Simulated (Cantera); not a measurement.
A freely propagating, adiabatic, planar premixed flame of H2 : O2 : N2 = 1 : 0.602 : 1.69 (molar parts), unburnt at 450 K and 300000 Pa; mixture-averaged transport, grid criteria slope 0.08 and curve 0.16, no radiation.

Detailed kinetics in Cantera: the H2/O2 subset of GRI-Mech 3.0, which has no nitrogen chemistry. The hydrogen kinetics of GRI-Mech 3.0 are dated; newer H2 mechanisms differ, most at raised pressure. Burning velocities carry a grid error of a few per cent, more on coarse grids.

What does this change do: H2 1 to 1.3 parts?


```json
[
 {"quantity": "laminar burning velocity", "before": "484 cm/s", "after": "641 cm/s"},
 {"quantity": "thermal thickness", "before": "0.0898 mm", "after": "0.0926 mm"},
 {"quantity": "peak x(H2O2)", "before": "0.000104", "after": "0.000101"},
 {"quantity": "peak x(OH)", "before": "0.0233", "after": "0.0239"},
 {"quantity": "peak x(HO2)", "before": "0.000960", "after": "0.000986"}
]
```

What does this change do: 0.079 parts H2O added?


| quantity | before | after |
|---|---|---|
| laminar burning velocity | 484 cm/s | 447 cm/s |
| thermal thickness | 0.0898 mm | 0.0880 mm |
| peak x(H2O2) | 0.000104 | 0.000111 |
| peak x(OH) | 0.0233 | 0.0219 |
| peak x(HO2) | 0.000960 | 0.00103 |
